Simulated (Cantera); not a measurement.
Input: 1 mol CsCl, 0.087 mol H2O, 1.8 mol N2, 2.3 mol H2, equilibrated at 902 °C and 42.0 Pa.

These are equilibrium values from Cantera (NASA tables, ideal gas, pure condensed phases), not measurements of a reactor. Kinetics and transport are ignored.

| species | before | after |
|---|---|---|
| H2 | 0.443 | 0.444 |
| N2 | 0.347 | 0.348 |
| CsCl | 0.192 | 0.190 |
| Cs2Cl2 | 0.000487 | 0.00152 |
| H2O | 0.0168 | 0.0168 |
| Cs | 0.000273 | 0.000198 |
| HCl | 0.000296 | 0.000227 |
| CsOH | 2.27e-5 | 2.93e-5 |
Gas species are given as mole fractions.

### Question
What was changed between the two runs?
A) pressure from 42.0 Pa to 0.100 bar
B) 0.17 mol Cl2 added
C) temperature from 902 °C to 777 °C
D) pressure from 42.0 Pa to 1.33 mbar

### Answer
D, pressure from 42.0 Pa to 1.33 mbar
